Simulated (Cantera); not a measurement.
What does this Cantera script print?

```python
import numpy as np
import cantera as ct

gas = ct.Solution("gri30.yaml", transport_model="mixture-averaged")
show = ['C2H2', 'NH3', 'O']

rows = []
print(f"{'T/K':>7s}{'rho':>11s}{'cp':>10s}{'mu':>11s}{'lambda':>11s}{'Pr':>7s}" + "".join(f"{'D_' + s:>11s}" for s in show))
for T in [400, 600, 800, 1000, 1200, 1400, 1600, 1800, 2000]:
    gas.TPX = T, 19000, {'C2H6': 0.41, 'C2H4': 0.93, 'H2': 0.47}
    Pr = gas.cp_mass * gas.viscosity / gas.thermal_conductivity
    D = [gas.mix_diff_coeffs_mole[gas.species_index(s)] for s in show]
    rows.append([gas.density, gas.cp_mass, gas.viscosity, gas.thermal_conductivity, Pr, *D])
    print(f"{T:7g}{gas.density:11.4e}{gas.cp_mass:10.1f}{gas.viscosity:11.4e}"
          f"{gas.thermal_conductivity:11.4e}{Pr:7.3f}" + "".join(f"{d:11.4e}" for d in D))
print("SI units: kg/m3, J/kg/K, Pa s, W/m/K, m2/s")
```

Result:

```
    T/K        rho        cp         mu     lambda     Pr     D_C2H2      D_NH3        D_O
    400 1.2425e-01    2271.7 1.3356e-05 6.4379e-02  0.471 1.4135e-04 1.8269e-04 2.7191e-04
    600 8.2835e-02    2956.0 1.8930e-05 1.0432e-01  0.536 2.9670e-04 3.9747e-04 5.5224e-04
    800 6.2127e-02    3460.3 2.3734e-05 1.4472e-01  0.567 4.9340e-04 6.7568e-04 9.0279e-04
   1000 4.9701e-02    3860.8 2.8007e-05 1.8424e-01  0.587 7.2639e-04 1.0087e-03 1.3160e-03
   1200 4.1418e-02    4165.7 3.1896e-05 2.2246e-01  0.597 9.9233e-04 1.3909e-03 1.7869e-03
   1400 3.5501e-02    4405.8 3.5496e-05 2.5923e-01  0.603 1.2889e-03 1.8182e-03 2.3116e-03
   1600 3.1063e-02    4593.6 3.8870e-05 2.9452e-01  0.606 1.6143e-03 2.2876e-03 2.8875e-03
   1800 2.7612e-02    4740.0 4.2065e-05 3.2835e-01  0.607 1.9671e-03 2.7971e-03 3.5122e-03
   2000 2.4851e-02    4854.5 4.5115e-05 3.6076e-01  0.607 2.3464e-03 3.3448e-03 4.1837e-03
SI units: kg/m3, J/kg/K, Pa s, W/m/K, m2/s
```

Model: GRI-Mech 3.0 (53 species, 325 reactions), integrated in Cantera. The composition is frozen, though it would react at the higher temperatures.
